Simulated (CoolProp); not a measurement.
Vapour-liquid equilibrium of CH2F2 (R32) (1) + R236EA (2) at 20.25 °C; x and y are mole fractions of (1).

Computed with CoolProp (multi-fluid Helmholtz-energy mixture model, Tillner-Roth 1997 and Rui 2013; pair parameters Bell 2016).

```csv
x,"bubble pressure, mixture model (MPa)","bubble pressure, Raoult's law (MPa)","y, mixture model","y, Raoult's law"
0.05,0.2234,0.2395,0.245,0.310
0.125,0.3010,0.3378,0.469,0.549
0.2,0.3826,0.4361,0.607,0.681
0.275,0.4680,0.5344,0.700,0.764
0.35,0.5568,0.6328,0.767,0.821
0.425,0.6492,0.7311,0.818,0.863
0.5,0.7450,0.8294,0.858,0.895
0.575,0.8444,0.9277,0.890,0.920
0.65,0.9476,1.026,0.917,0.941
0.725,1.055,1.124,0.939,0.957
0.8,1.166,1.223,0.959,0.972
0.875,1.282,1.321,0.976,0.984
0.95,1.403,1.419,0.991,0.994
```

The largest gap from Raoult's law is -12.4 % in bubble pressure, at x = 0.275. No azeotrope shows between x = 0.05 and 0.95.

Pair parameters are fitted to limited data, so mixtures are less certain than the pure fluids.
